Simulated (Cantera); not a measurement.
Transport properties of process gases

Gas mixture: CO2 : NO = 0.52 : 0.46 (molar parts), at 0.987 atm, frozen composition.

Cantera's kinetic-theory transport with the Lennard-Jones parameters of GRI-Mech 3.0, ideal gas; thermal conductivity in the mixture-averaged form. The composition is frozen, though it would react at the higher temperatures.

| T (K) | ρ (kg/m³) | cp (J/kg/K) | μ (µPa s) | λ (mW/m/K) | Pr | D (cm²/s) H2O | D (cm²/s) OH | D (cm²/s) H |
|---|---|---|---|---|---|---|---|---|
| 400 | 1.13 | 960.7 | 21.1 | 28.4 | 0.714 | 0.332 | 0.464 | 1.86 |
| 600 | 0.750 | 1063 | 29.1 | 42.9 | 0.720 | 0.722 | 0.934 | 3.79 |
| 800 | 0.563 | 1140 | 35.8 | 56.4 | 0.724 | 1.23 | 1.52 | 6.22 |
| 1000 | 0.450 | 1196 | 41.9 | 68.9 | 0.727 | 1.83 | 2.21 | 9.09 |
| 1200 | 0.375 | 1234 | 47.5 | 80.6 | 0.727 | 2.53 | 3.00 | 12.4 |
| 1400 | 0.322 | 1264 | 52.7 | 91.5 | 0.727 | 3.30 | 3.88 | 16.0 |
| 1600 | 0.281 | 1286 | 57.5 | 102 | 0.727 | 4.16 | 4.84 | 20.0 |
| 1800 | 0.250 | 1303 | 62.2 | 111 | 0.727 | 5.08 | 5.89 | 24.3 |
| 2000 | 0.225 | 1316 | 66.6 | 121 | 0.727 | 6.08 | 7.01 | 29.0 |
D: mixture-averaged diffusion coefficient of that species in the mixture.
